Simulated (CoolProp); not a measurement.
A simple Rankine cycle with R1132(E): condensing at 296.15 K, boiler at 4.02 MPa, turbine inlet 399 K, turbine efficiency 0.7, pump efficiency 0.8, no recuperator. Each further row changes one setting.

Computed with CoolProp (reference Helmholtz-energy equation of state, Akasaka 2024).

```json
[
 {"case": "as stated", "thermal efficiency (%)": "7.5", "net work (kJ/kg)": "23.6", "heat in (kJ/kg)": "314", "turbine exit temperature (K)": "356.1", "volume ratio over the turbine": "2.50"},
 {"case": "condensing temperature 288.15 K", "thermal efficiency (%)": "8.9", "net work (kJ/kg)": "29.3", "heat in (kJ/kg)": "328", "turbine exit temperature (K)": "347.7", "volume ratio over the turbine": "3.08"},
 {"case": "boiler pressure 2.81 MPa", "thermal efficiency (%)": "5.0", "net work (kJ/kg)": "16.3", "heat in (kJ/kg)": "327", "turbine exit temperature (K)": "374.1", "volume ratio over the turbine": "1.75"},
 {"case": "turbine efficiency 0.6", "thermal efficiency (%)": "6.3", "net work (kJ/kg)": "19.8", "heat in (kJ/kg)": "314", "turbine exit temperature (K)": "359.4", "volume ratio over the turbine": "2.54"}
]
```
